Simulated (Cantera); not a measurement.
Mixture: CH4 : O2 : N2 : H2O = 1 : 2.06 : 7.75 : 0.44 (molar parts), equivalence ratio 0.97, at 1200000 Pa, adiabatic and at constant volume. Ignition delay is the time to a rise of 400 K.

Computed with Cantera and GRI-Mech 3.0 (53 species, 325 reactions). The pressure lies above the range GRI-Mech 3.0 was tuned for (to about 10 atm).

Predict: delay at 1200 K; delay at 1275 K; delay at 1350 K; delay at 1425 K; delay at 1500 K; apparent activation energy between 1350 and 1500 K.


```
Property                                                 Value
--------------------------------------------------  ----------
delay at 1200 K                                        3.67 ms
delay at 1275 K                                        1.54 ms
delay at 1350 K                                       0.689 ms
delay at 1425 K                                       0.323 ms
delay at 1500 K                                       0.158 ms
apparent activation energy between 1350 and 1500 K  170 kJ/mol
```
